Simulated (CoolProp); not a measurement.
Cyclohexane along the isotherm 346.85 °C: fugacity coefficient from the reference equation and from simpler models built on Tc = 280.5 °C, pc = 40.81 bar, ω = 0.209; each cubic takes its own stable root.

Model: reference Helmholtz-energy equation of state, Zhou 2014, in CoolProp.

```csv
p (bar),phase,reference
8.5,gas,0.9513
17,gas,0.9036
25.5,gas,0.8568
34,gas,0.8111
42.5,supercritical,0.7662
51,supercritical,0.7223
59.5,supercritical,0.6794
68,supercritical,0.6380
76.5,supercritical,0.5997
85,supercritical,0.5657
93.5,supercritical,0.5362
102,supercritical,0.5108
```

Question: How far does each simpler model (van der Waals, Redlich-Kwong, Soave-Redlich-Kwong, Peng-Robinson) lie from the reference over these 12 states: mean and median of the absolute difference, and the worst?

Answer: 
- van der Waals: mean 0.7 %, median 0.5 %, worst -1.6 % at 346.85 °C and 76.5 bar
- Redlich-Kwong: mean 0.9 %, median 0.9 %, worst -1.4 % at 346.85 °C and 68 bar
- Soave-Redlich-Kwong: mean 1.8 %, median 1.4 %, worst +4.6 % at 346.85 °C and 102 bar
- Peng-Robinson: mean 1.9 %, median 2.1 %, worst -2.6 % at 346.85 °C and 59.5 bar
